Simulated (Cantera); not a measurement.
A Cantera script and what it prints.

```python
import numpy as np
import cantera as ct

gas_names = """
    CL CL2 H HCL H2 N NH NH2 NH3 N2 N2H2 N2H4 Si SiCL SiCL2 SiCL3 SiCL4 SiH SiHCL3 SiH2 SiH2CL2 SiH3
    SiH3CL SiH4 SiN Si2 Si2N Si3
""".split()
cond_names = """
    NH4CL(a) NH4CL(b) Si(cr) Si(L) Si3N4(a)
""".split()


# ... load() reads the species with a 1 bar reference pressure and builds the phases ...
atoms = {
    'SiCl4': {'Si': 1, 'CL': 4},
    'N2': {'N': 2},
    'NH3': {'N': 1, 'H': 3},
}
top_T = {'Si3N4(a)': 2400}  # K; cautious upper limits of use, not melting points


# ... equilibrate(T, P, feed) seeds the gas with the atoms and calls Mixture.equilibrate('TP', solver="vcs", rtol=1e-11, max_steps=5000) ...
results = []
feed = {'SiCl4': 1, 'N2': 89, 'NH3': 0.67}  # mol
for P in [5, 17, 59, 210, 710, 2400, 8400, 29000, 100000]:
    for T in [898, 998, 1098, 1198, 1298, 1398, 1498, 1598, 1698, 1798, 1898, 1998, 2098]:
        mix = equilibrate(T, P, feed)
        results.append((T, P, feed, dict(zip(mix.species_names, mix.species_moles))))

for T, P, feed, n in results:
    print(f"{T:7g} {P:10.4g}  " + (" + ".join(c for c in cond_names if n.get(c, 0) > 1e-12) or "gas only"))
```

Result:

```
    898          5  Si3N4(a)
    998          5  Si3N4(a)
   1098          5  Si3N4(a)
   1198          5  Si3N4(a)
   1298          5  gas only
   1398          5  gas only
   1498          5  gas only
   1598          5  gas only
   1698          5  gas only
   1798          5  gas only
   1898          5  gas only
   1998          5  gas only
   2098          5  gas only
    898         17  Si3N4(a)
    998         17  Si3N4(a)
   1098         17  Si3N4(a)
   1198         17  Si3N4(a)
   1298         17  gas only
   1398         17  gas only
   1498         17  gas only
   1598         17  gas only
   1698         17  gas only
   1798         17  gas only
   1898         17  gas only
   1998         17  gas only
   2098         17  gas only
    898         59  Si3N4(a)
    998         59  Si3N4(a)
   1098         59  Si3N4(a)
   1198         59  Si3N4(a)
   1298         59  Si3N4(a)
   1398         59  gas only
   1498         59  gas only
   1598         59  gas only
   1698         59  gas only
   1798         59  gas only
   1898         59  gas only
   1998         59  gas only
   2098         59  gas only
    898        210  Si3N4(a)
    998        210  Si3N4(a)
   1098        210  Si3N4(a)
   1198        210  Si3N4(a)
   1298        210  Si3N4(a)
   1398        210  gas only
   1498        210  gas only
   1598        210  gas only
   1698        210  gas only
   1798        210  gas only
   1898        210  gas only
   1998        210  gas only
   2098        210  gas only
    898        710  Si3N4(a)
    998        710  Si3N4(a)
   1098        710  Si3N4(a)
   1198        710  Si3N4(a)
   1298        710  Si3N4(a)
   1398        710  Si3N4(a)
   1498        710  gas only
   1598        710  gas only
   1698        710  gas only
   1798        710  gas only
   1898        710  gas only
   1998        710  gas only
   2098        710  gas only
    898       2400  Si3N4(a)
    998       2400  Si3N4(a)
   1098       2400  Si3N4(a)
   1198       2400  Si3N4(a)
   1298       2400  Si3N4(a)
   1398       2400  Si3N4(a)
   1498       2400  gas only
   1598       2400  gas only
   1698       2400  gas only
   1798       2400  gas only
   1898       2400  gas only
   1998       2400  gas only
   2098       2400  gas only
    898       8400  Si3N4(a)
    998       8400  Si3N4(a)
   1098       8400  Si3N4(a)
   1198       8400  Si3N4(a)
   1298       8400  Si3N4(a)
   1398       8400  Si3N4(a)
   1498       8400  Si3N4(a)
   1598       8400  gas only
   1698       8400  gas only
   1798       8400  gas only
   1898       8400  gas only
   1998       8400  gas only
   2098       8400  gas only
    898    2.9e+04  Si3N4(a)
    998    2.9e+04  Si3N4(a)
   1098    2.9e+04  Si3N4(a)
   1198    2.9e+04  Si3N4(a)
   1298    2.9e+04  Si3N4(a)
   1398    2.9e+04  Si3N4(a)
   1498    2.9e+04  Si3N4(a)
   1598    2.9e+04  Si3N4(a)
   1698    2.9e+04  gas only
   1798    2.9e+04  gas only
   1898    2.9e+04  gas only
   1998    2.9e+04  gas only
   2098    2.9e+04  gas only
    898      1e+05  Si3N4(a)
    998      1e+05  Si3N4(a)
   1098      1e+05  Si3N4(a)
   1198      1e+05  Si3N4(a)
   1298      1e+05  Si3N4(a)
   1398      1e+05  Si3N4(a)
   1498      1e+05  Si3N4(a)
   1598      1e+05  Si3N4(a)
   1698      1e+05  Si3N4(a)
   1798      1e+05  gas only
   1898      1e+05  gas only
   1998      1e+05  gas only
   2098      1e+05  gas only
```

Equilibrium computed with Cantera from the NASA thermochemical tables; the gas is ideal and each condensed phase is pure. The tables' values for SiCl3 are old estimates.
